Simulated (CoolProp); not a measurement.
Properties of CH2F2 (R32) along the isotherm 119.65 °C (Tc = 78.1 °C, pc = 5.783 MPa, ω = 0.277).

Computed with CoolProp (reference Helmholtz-energy equation of state, Tillner-Roth 1997).

```csv
p (MPa),phase,Z,cp (kJ/(kg K)),conductivity (mW/(m K)),Prandtl number
3.21,gas,0.8471,1.246,26.7,0.834
6.43,supercritical,0.6699,1.842,34.8,1.05
9.64,supercritical,0.4752,3.281,54.1,1.66
12.9,supercritical,0.3910,3.100,72.5,1.83
16.1,supercritical,0.4079,2.480,82.1,1.62
19.3,supercritical,0.4457,2.193,88.8,1.50
22.5,supercritical,0.4890,2.032,94.1,1.44
25.7,supercritical,0.5342,1.930,98.4,1.40
28.9,supercritical,0.5800,1.858,102,1.38
```

The peak of cp marks the crossing from liquid-like to gas-like fluid above the critical point.

Viscosity comes from a separate model (Bell 2016), an estimate that may be off by 10 % or more. Thermal conductivity comes from a separate model (Huber 2003), an estimate that may be off by 10 % or more.
